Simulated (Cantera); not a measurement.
Charge: 1 mol BN, 10 mol HF, 1.2 mol N2, at 1700 °C and 0.000520 bar.

Equilibrium computed with Cantera from the NASA thermochemical tables; the gas is ideal and each condensed phase is pure. Candidate condensed phases: B, BN; 31 gas species. The tables' values for BF2 are old estimates; treat these amounts as uncertain. Equilibrium is a limit: real reactors are often held back by kinetics, nucleation or transport.

Base state: HF 0.632, N2 0.149, H2 0.112, BF3 0.0707, H 0.0198, BF2 0.0146, BF 0.00219, BHF2 9.84e-5 (mole fractions); condensed: gas only.

What changes in the equilibrium state with this change: pressure from 0.000520 bar to 1.00 bar?


```json
[
 {"species": "HF", "before": "0.632", "after": "0.625"},
 {"species": "N2", "before": "0.149", "after": "0.152"},
 {"species": "H2", "before": "0.112", "after": "0.133"},
 {"species": "H", "before": "0.0198", "after": "0.000493"},
 {"species": "BF3", "before": "0.0707", "after": "0.0886"},
 {"species": "BF2", "before": "0.0146", "after": "0.000459"},
 {"species": "BF", "before": "0.00219", "after": "1.73e-6"},
 {"species": "F", "before": "4.12e-5", "after": "8.52e-7"},
 {"species": "BHF2", "before": "9.84e-5", "after": "0.000148"}
]
```
